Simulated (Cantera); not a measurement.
Feed: 1 mol SiCl₄, 0.34 mol O₃, 10 mol NO, equilibrated at 0.0133 bar.

Method: chemical equilibrium by Gibbs-energy minimisation in Cantera with the NASA 1993 tables (ideal gas, pure condensed phases). Candidate condensed phases: Si, SiO₂, Si₂N₂O, Si₃N₄; 23 gas species. Equilibrium is a limit: real reactors are often held back by kinetics, nucleation or transport. All values below are at 727 °C.

Base state: N₂ 0.434, O₂ 0.392, Cl₂ 0.173, Cl 0.00140, NO 3.17e-5 (mole fractions); condensed: SiO₂(β-quartz).

### Question
What changes in the equilibrium state with this change: NO from 10 to 1.1 mol?

### Answer
```
species               before    after
-------------------  -------  -------
Cl₂                    0.173    0.764
N₂                     0.434    0.210
O₂                     0.392   0.0230
NO                   3.17e-5  5.34e-6
Cl                   0.00140  0.00294
SiO₂(β-quartz), mol     1.00     1.00
```

### Question
What changes in the equilibrium state with this change: 0.65 mol H₂ added?

### Answer
```tsv
species	before	after
N₂	0.434	0.411
O₂	0.392	0.370
Cl₂	0.173	0.113
HCl	0	0.103
H₂O	0	0.00222
Cl	0.00140	0.00113
NO	3.17e-5	3.00e-5
SiO₂(β-quartz), mol	1.00	1.00
```
Further candidate phases: H₂O, NH₄Cl.
